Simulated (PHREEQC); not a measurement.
1 kg of water holding 0.18 mol/kgw NaCl, 0.14 mol/kgw KCl, 0.08 mol/kgw MgCl2, 0.48 mol/kgw LiCl and 0.15 mol/kgw MgSO4 is evaporated at 25 °C; the solids stay in contact with the brine. The system is closed to CO2. Only these solids could form: Arcanite, Bischofite, Bloedite, Brucite, Carnallite, Epsomite, Glaserite, Halite, Hexahydrite, Kainite, Kieserite, Leonite, Mirabilite, Misenite, Schoenite, Sylvite, Thenardite, MgCl2_4H2O.

The numbers come from PHREEQC with the Pitzer model, pitzer.dat.

| water left (kg) | ionic strength | water activity | Li in solution (mol/kgw) | K in solution (mol/kgw) | S in solution (mol/kgw) |
|---|---|---|---|---|---|
| 1 | 1.64 | 0.965 | 0.480 | 0.140 | 0.150 |
| 0.8219 | 2.00 | 0.956 | 0.584 | 0.170 | 0.183 |
| 0.6755 | 2.43 | 0.945 | 0.711 | 0.207 | 0.222 |
| 0.5552 | 2.95 | 0.931 | 0.865 | 0.252 | 0.270 |
| 0.4563 | 3.59 | 0.913 | 1.05 | 0.307 | 0.329 |
| 0.375 | 4.37 | 0.889 | 1.28 | 0.373 | 0.400 |
| 0.3082 | 5.32 | 0.856 | 1.56 | 0.454 | 0.487 |
| 0.2533 | 6.47 | 0.814 | 1.89 | 0.553 | 0.592 |

Complexes and solids missing from the database can't appear.
